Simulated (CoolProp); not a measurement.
The fluid at 293.15 K and 0.0551 MPa flows at 0.69 m/s in a round tube of 20 mm bore and 15 µm roughness, fully developed (64/Re and Nu = 3.66 if laminar; Colebrook and Gnielinski if turbulent). The same conditions are run with several fluids, on thermodynamics alone (safety and materials aside).

Values from CoolProp's reference Helmholtz-energy equation of state of each fluid (R236EA: Rui 2013; nitrogen: Span 2000; ammonia: Gao 2020; normal hydrogen: Leachman 2009).

Problem. Rank R236EA, nitrogen, ammonia, normal hydrogen by Reynolds number, highest first.

Solution. R236EA (4510), ammonia (539), nitrogen (498), normal hydrogen (71.5)

```json
[
 {"fluid": "R236EA", "Darcy friction factor": "0.0393", "pressure drop (Pa/m)": "1.64", "heat-transfer coefficient (W/(m² K))": "10.1", "mass flow (kg/h)": "2.74"},
 {"fluid": "nitrogen", "Darcy friction factor": "0.129", "pressure drop (Pa/m)": "0.970", "heat-transfer coefficient (W/(m² K))": "4.66", "mass flow (kg/h)": "0.494"},
 {"fluid": "ammonia", "Darcy friction factor": "0.119", "pressure drop (Pa/m)": "0.548", "heat-transfer coefficient (W/(m² K))": "4.47", "mass flow (kg/h)": "0.302"},
 {"fluid": "normal hydrogen", "Darcy friction factor": "0.895", "pressure drop (Pa/m)": "0.486", "heat-transfer coefficient (W/(m² K))": "33.5", "mass flow (kg/h)": "0.0356"}
]
```

Transport values come from each fluid's own correlations; those of R236EA are estimates that may be off by 10 % or more.
